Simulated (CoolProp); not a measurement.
Vapour-liquid equilibrium of propylene (1) + R22 (2) at 211.9 K; x and y are mole fractions of (1).

Model: multi-fluid Helmholtz-energy mixture model, Lemmon 2013 and Kamei 1995; pair parameters Bell 2016, in CoolProp.

```tsv
x	bubble pressure, mixture model (MPa)	bubble pressure, Raoult's law (MPa)	y, mixture model	y, Raoult's law
0.05	[?]	0.03576	[?]	0.073
0.125	0.04013	0.03705	0.231	0.176
0.2	0.04258	0.03834	0.329	0.272
0.275	0.04462	0.03963	[?]	0.361
0.35	0.04633	0.04091	0.478	0.446
0.425	[?]	0.04220	0.539	0.525
0.5	0.04898	0.04349	0.596	0.599
0.575	[?]	0.04478	0.651	0.669
0.65	0.05082	0.04607	0.705	0.735
0.725	[?]	0.04736	0.760	0.797
0.8	0.05194	0.04865	0.817	0.857
0.875	0.05220	0.04994	0.880	0.913
0.95	0.05222	0.05123	0.949	0.966
```

Task: Some entries are withheld; supply them.

Result: 
- 0.05, bubble pressure, mixture model (MPa): 0.03719
- 0.05, y, mixture model: 0.107
- 0.275, y, mixture model: 0.409
- 0.425, bubble pressure, mixture model (MPa): 0.04777
- 0.575, bubble pressure, mixture model (MPa): 0.05000
- 0.725, bubble pressure, mixture model (MPa): 0.05147

The largest gap from Raoult's law is +13.2 % in bubble pressure, at x = 0.35. y crosses x between x = 0.875 and 0.95: the model has an azeotrope there.

The pair parameters rest on a limited set of measurements; away from them the model extrapolates.
